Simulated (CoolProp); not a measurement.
Saturated liquid density (kg/m³) of decamethyltetrasiloxane (MD2M): the reference equation beside estimates from Tc = 599.4 K, pc = 1.144 MPa, ω = 0.635. Rackett uses Z = 0.29056 − 0.08775 ω.

Model: reference Helmholtz-energy equation of state, Thol 2017, in CoolProp.

```tsv
T (K)	reference	Rackett	van der Waals	Redlich-Kwong	Soave-Redlich-Kwong	Peng-Robinson
464.1	671.4	783.0	378.6	539.3	599.7	678.9
479	652.3	759.1	367.9	520.1	580.4	657.5
493.9	632.0	733.8	356.6	499.5	559.2	633.8
508.8	610.4	706.7	344.3	477.4	535.5	607.2
523.7	587.1	677.5	330.9	453.4	509.0	577.1
538.6	561.5	645.3	316.1	426.8	478.9	542.6
553.6	532.6	608.6	299.2	396.8	443.6	501.8
568.5	498.5	565.2	279.4	362.0	401.5	452.6
583.4	453.0	508.1	253.9	318.2	346.8	388.3
```

Absolute difference from the reference over all 9 rows, mean and median: Rackett 15.0 and 15.4 %, van der Waals 43.7 and 43.6 %, Redlich-Kwong 23.6 and 22.8 %, Soave-Redlich-Kwong 14.8 and 13.3 %, Peng-Robinson 4.1 and 1.7 %.
